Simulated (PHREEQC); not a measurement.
Solution (20 °C): 0.02 mol/kgw HCl, 0.061 mol/kgw CuSO4 and 0.00083 mol/kgw MgSO4. Closed to the air; pH follows from the charge balance.

The numbers come from PHREEQC with the ion-association model, wateq4f.dat.

Each row changes one thing in this solution. This is a speciation only: nothing precipitates in the calculation.

| case | pH | ionic strength (mol/kgw) | Cu+2 (mol/kgw) | SO4-2 (mol/kgw) | CuSO4 (mol/kgw) | HSO4- (mol/kgw) | SI of Chalcanthite (CuSO4:5H2O) | SI of Epsomite (MgSO4:7H2O) |
|---|---|---|---|---|---|---|---|---|
| as made | 2.06 | 0.152 | 0.0370 | 0.0287 | 0.0235 | 0.00936 | -1.26 | -3.60 |
| diluted 5-fold with water | 2.59 | 0.0372 | 0.00869 | 0.00780 | 0.00347 | 0.00105 | -2.09 | -4.45 |
| diluted 2-fold with water | 2.28 | 0.0828 | 0.0197 | 0.0164 | 0.0106 | 0.00376 | -1.61 | -3.96 |
| MgSO4 from 0.00083 to 0.0083 mol/kgw | 2.08 | 0.166 | 0.0363 | 0.0319 | 0.0242 | 0.00976 | -1.24 | -2.59 |
| temperature from 20 to 45 °C | 2.17 | 0.145 | 0.0360 | 0.0263 | 0.0234 | 0.0117 | -1.41 | -3.92 |
| MgSO4 from 0.00083 to 0.00125 mol/kgw | 2.07 | 0.153 | 0.0369 | 0.0288 | 0.0235 | 0.00939 | -1.25 | -3.42 |
| HCl left out | 4.66 | 0.136 | 0.0336 | 0.0341 | 0.0273 | 2.94e-5 | -1.19 | -3.54 |
| MgSO4 from 0.00083 to 0.00415 mol/kgw | 2.07 | 0.158 | 0.0367 | 0.0301 | 0.0238 | 0.00955 | -1.25 | -2.90 |

Species that the database lacks are ignored. Some of these states are supersaturated (in Antlerite, Brochantite, for instance). Away from 25 °C the constants follow the database's enthalpies or fits; those with neither stay at their 25 °C values.
